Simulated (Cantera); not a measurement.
A Cantera script and what it prints.

```python
import numpy as np
import cantera as ct

gas_names = """
    CL CLO CL2 H HCL HOCL HO2 H2 H2O H2O2 O OH O2 O3 Si SiCL SiCL2 SiCL3 SiCL4 SiH SiHCL3 SiH2 SiH2CL2
    SiH3 SiH3CL SiH4 SiO SiO2 Si2 Si3
""".split()
cond_names = """
    H2O(s) H2O(L) Si(cr) Si(L) SiO2(Lqz) SiO2(hqz) SiO2(L)
""".split()


# ... load() reads the species with a 1 bar reference pressure and builds the phases ...
atoms = {
    'SiO2': {'Si': 1, 'O': 2},
    'Cl2': {'CL': 2},
    'H2': {'H': 2},
}
top_T = {}  # K; cautious upper limits of use, not melting points


# ... equilibrate(T, P, feed) seeds the gas with the atoms and calls Mixture.equilibrate('TP', solver="vcs", rtol=1e-11, max_steps=5000) ...
results = []
feed = {'SiO2': 1, 'Cl2': 1.1, 'H2': 0.57}  # mol
P = 10000  # Pa
for T in [1200, 1250, 1300, 1350, 1400, 1450, 1500, 1550, 1600, 1650, 1700, 1750, 1800]:
    mix = equilibrate(T, P, feed)
    results.append((T, P, feed, dict(zip(mix.species_names, mix.species_moles))))
    x = sorted(zip(gas.X, gas.species_names), reverse=True)
    print(f"T = {T:g} K  P = {P:g} Pa  gas = {mix.phase_moles(0):.4g} mol")
    print("   x: " + "  ".join(f"{s} {v:.3e}" for v, s in x if v > 1e-05))
    print("   condensed (mol): " + ("  ".join(f"{mix.phase(i).name} {mix.phase_moles(i):.4g}"
          for i in range(1, mix.n_phases) if mix.phase_moles(i) > 1e-12) or "none"))
```

It prints:

```
T = 1200 K  P = 10000 Pa  gas = 1.677 mol
   x: HCL 6.796e-01  CL2 3.119e-01  CL 8.346e-03  H2O 1.293e-04  SiCL4 7.201e-05
   condensed (mol): SiO2(hqz) 0.9999
T = 1250 K  P = 10000 Pa  gas = 1.681 mol
   x: HCL 6.777e-01  CL2 3.083e-01  CL 1.370e-02  H2O 1.484e-04  SiCL4 8.961e-05  O2 1.501e-05
   condensed (mol): SiO2(hqz) 0.9998
T = 1300 K  P = 10000 Pa  gas = 1.688 mol
   x: HCL 6.750e-01  CL2 3.031e-01  CL 2.160e-02  H2O 1.658e-04  SiCL4 1.123e-04  O2 2.863e-05
   condensed (mol): SiO2(hqz) 0.9998
T = 1350 K  P = 10000 Pa  gas = 1.698 mol
   x: HCL 6.711e-01  CL2 2.957e-01  CL 3.278e-02  H2O 1.809e-04  SiCL4 1.418e-04  O2 4.992e-05
   condensed (mol): SiO2(hqz) 0.9998
T = 1400 K  P = 10000 Pa  gas = 1.711 mol
   x: HCL 6.659e-01  CL2 2.856e-01  CL 4.804e-02  H2O 1.932e-04  SiCL4 1.791e-04  O2 8.018e-05
   condensed (mol): SiO2(hqz) 0.9997
T = 1450 K  P = 10000 Pa  gas = 1.729 mol
   x: HCL 6.591e-01  CL2 2.723e-01  CL 6.807e-02  SiCL4 2.249e-04  H2O 2.031e-04  O2 1.196e-04
   condensed (mol): SiO2(hqz) 0.9996
T = 1500 K  P = 10000 Pa  gas = 1.752 mol
   x: HCL 6.504e-01  CL2 2.555e-01  CL 9.339e-02  SiCL4 2.783e-04  H2O 2.110e-04  O2 1.671e-04
   condensed (mol): SiO2(hqz) 0.9995
T = 1550 K  P = 10000 Pa  gas = 1.78 mol
   x: HCL 6.399e-01  CL2 2.352e-01  CL 1.241e-01  SiCL4 3.367e-04  O2 2.196e-04  H2O 2.179e-04  CLO 1.344e-05
   condensed (mol): SiO2(hqz) 0.9994
T = 1600 K  P = 10000 Pa  gas = 1.815 mol
   x: HCL 6.277e-01  CL2 2.116e-01  CL 1.598e-01  SiCL4 3.960e-04  O2 2.726e-04  H2O 2.245e-04  CLO 1.820e-05
   condensed (mol): SiO2(hqz) 0.9993
T = 1650 K  P = 10000 Pa  gas = 1.855 mol
   x: HCL 6.142e-01  CL 1.995e-01  CL2 1.853e-01  SiCL4 4.503e-04  O2 3.199e-04  H2O 2.318e-04  CLO 2.329e-05
   condensed (mol): SiO2(hqz) 0.9992
T = 1700 K  P = 10000 Pa  gas = 1.899 mol
   x: HCL 5.999e-01  CL 2.413e-01  CL2 1.577e-01  SiCL4 4.934e-04  O2 3.552e-04  H2O 2.407e-04  CLO 2.818e-05
   condensed (mol): SiO2(L) 0.9991
T = 1750 K  P = 10000 Pa  gas = 1.945 mol
   x: HCL 5.856e-01  CL 2.830e-01  CL2 1.302e-01  SiCL4 5.170e-04  O2 3.707e-04  H2O 2.514e-04  CLO 3.215e-05
   condensed (mol): SiO2(L) 0.999
T = 1800 K  P = 10000 Pa  gas = 1.991 mol
   x: HCL 5.721e-01  CL 3.225e-01  CL2 1.042e-01  SiCL4 5.224e-04  O2 3.669e-04  H2O 2.658e-04  CLO 3.478e-05  OH 1.293e-05
   condensed (mol): SiO2(L) 0.9989
```

Equilibrium computed with Cantera from the NASA thermochemical tables; the gas is ideal and each condensed phase is pure. The tables hold silica as quartz up to 1696 K and as liquid above; real silica turns to tridymite and cristobalite and melts near 1996 K.
